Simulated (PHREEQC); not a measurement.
Solution (20 °C): 0.3 mol/kgw K2CO3, 0.00018 mol/kgw NaCl and 0.008 mol/kgw HCl. Closed to the air; pH follows from the charge balance.

Model: ion-association model, wateq4f.dat, run in PHREEQC.

Precipitation was switched off in this run.

Problem. Estimate the pH.

Solution. pH 11.29.

Problem. In which forms is Na present?

Solution. Na+ 54 %, NaCO3- 46 % of the Na.

Ionic strength above about 0.7 mol/kgw puts this run outside the model's range.
